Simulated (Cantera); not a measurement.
N2O + H2O + N2 (abatement and gas-phase synthesis)

A closed system holds: 1 mol N2O, 0.67 mol H2O, 8.3 mol N2, equilibrated at 10.0 mbar.

Cantera equilibrium calculation (NASA polynomials, part measured and part estimated; ideal gas, pure solids and liquids). Candidate condensed phases: H2O; 24 gas species. Equilibrium is a limit: real reactors are often held back by kinetics, nucleation or transport.

| T (K) | x N2 | x H2O | x O2 | x NO | x OH | x O | x H2 | x H |
|---|---|---|---|---|---|---|---|---|
| 1348 | 0.888 | 0.0640 | 0.0476 | 0.000270 | 3.13e-5 | 8.90e-7 | 5.79e-7 | 1.76e-8 |
| 1423 | 0.888 | 0.0640 | 0.0475 | 0.000416 | 6.73e-5 | 2.94e-6 | 1.88e-6 | 9.10e-8 |
| 1498 | 0.888 | 0.0639 | 0.0474 | 0.000611 | 0.000134 | 8.59e-6 | 5.41e-6 | 4.00e-7 |
| 1573 | 0.888 | 0.0638 | 0.0473 | 0.000866 | 0.000250 | 2.27e-5 | 1.41e-5 | 1.53e-6 |
| 1648 | 0.888 | 0.0637 | 0.0470 | 0.00119 | 0.000439 | 5.49e-5 | 3.37e-5 | 5.17e-6 |
| 1723 | 0.887 | 0.0635 | 0.0467 | 0.00158 | 0.000734 | 0.000123 | 7.48e-5 | 1.58e-5 |
| 1798 | 0.887 | 0.0632 | 0.0464 | 0.00206 | 0.00117 | 0.000257 | 0.000155 | 4.39e-5 |
| 1873 | 0.886 | 0.0627 | 0.0459 | 0.00261 | 0.00180 | 0.000506 | 0.000303 | 0.000112 |
| 1948 | 0.885 | 0.0619 | 0.0453 | 0.00325 | 0.00267 | 0.000945 | 0.000560 | 0.000268 |
x: gas mole fraction; nothing condenses.

From 1348 K to 1948 K nothing is condensed.
